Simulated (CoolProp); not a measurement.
Aqueous potassium carbonate as a coolant, 22 % by mass, freezing at -10.2 °C, 1 atm.

Computed with CoolProp (Melinder's fits for secondary coolants).

```
T (°C)  conductivity (W/(m K))  Prandtl number  density (kg/m³)  viscosity (mPa s)
------  ----------------------  --------------  ---------------  -----------------
-4.1                     0.538             [?]              [?]               3.38
2.3                        [?]            16.4             1218               2.80
8.7                      0.558            13.7              [?]               2.37
15.2                     0.569            11.6             1213               2.04
21.6                     0.580            9.93              [?]                [?]
28.1                     0.591            8.59             1207               1.56
34.5                     0.601             [?]             1204               1.38
```

Q: Complete the blanks.

A: 
- -4.1, Prandtl number: 20.1
- -4.1, density (kg/m³): 1221
- 2.3, conductivity (W/(m K)): 0.548
- 8.7, density (kg/m³): 1216
- 21.6, density (kg/m³): 1211
- 21.6, viscosity (mPa s): 1.78
- 34.5, Prandtl number: 7.48
